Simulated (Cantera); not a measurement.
# Equilibrium for carbothermic reduction: Fe₂O₃ + CO + N₂

Feed: 1 mol Fe₂O₃, 12 mol CO, 0.13 mol N₂, at 13.0 Pa.

Method: chemical equilibrium by Gibbs-energy minimisation in Cantera with the NASA 1993 tables (ideal gas, pure condensed phases). Candidate condensed phases: C, Fe, Fe(CO)₅, FeO, Fe₂O₃, Fe₃O₄; 27 gas species. Mutual solubility and eutectic melting of coexisting phases are not modelled. The tables' stoichiometric FeO is somewhat more stable than real wüstite, so its field is too wide. FeO: taken at fixed stoichiometry. Equilibrium is a limit: real reactors are often held back by kinetics, nucleation or transport.

| T (K) | x CO | x CO₂ | x O | x Fe | x O₂ | x N₂ | n Fe(γ) | n FeO(s) | n FeO(l) |
|---|---|---|---|---|---|---|---|---|---|
| 1623 | 0.849 | 0.128 | 5.91e-7 | 0.0129 | 1.26e-7 | 0.0106 | 0.411 | 1.43 | 0 |
| 1723 | 0.800 | 0.134 | 6.53e-6 | 0.0558 | 1.71e-6 | 0.0101 | 0 | 0 | 1.28 |
| 1823 | 0.668 | 0.196 | 8.86e-5 | 0.124 | 4.49e-5 | 0.00936 | 0 | 0 | 0.250 |
| 1923 | 0.641 | 0.208 | 0.000610 | 0.138 | 0.000370 | 0.00918 | 0 | 0 | 0 |
| 2023 | 0.645 | 0.200 | 0.00304 | 0.137 | 0.00190 | 0.00911 | 0 | 0 | 0 |
| 2123 | 0.656 | 0.178 | 0.0118 | 0.134 | 0.00685 | 0.00893 | 0 | 0 | 0 |
| 2223 | 0.674 | 0.134 | 0.0336 | 0.130 | 0.0150 | 0.00857 | 0 | 0 | 0 |
| 2323 | 0.692 | 0.0818 | 0.0692 | 0.126 | 0.0193 | 0.00813 | 0 | 0 | 0 |
| 2423 | 0.701 | 0.0419 | 0.109 | 0.122 | 0.0161 | 0.00777 | 0 | 0 | 0 |
| 2523 | 0.703 | 0.0190 | 0.140 | 0.119 | 0.00974 | 0.00756 | 0 | 0 | 0 |
| 2623 | 0.702 | 0.00818 | 0.159 | 0.118 | 0.00490 | 0.00748 | 0 | 0 | 0 |
x: gas mole fraction; n: condensed amount in mol.

At 1623 K the condensed part is Fe(γ) + FeO(s). From 1723 K to 1823 K the condensed part is FeO(l). From 1923 K to 2623 K nothing is condensed. The main Fe-bearing gas is Fe throughout.
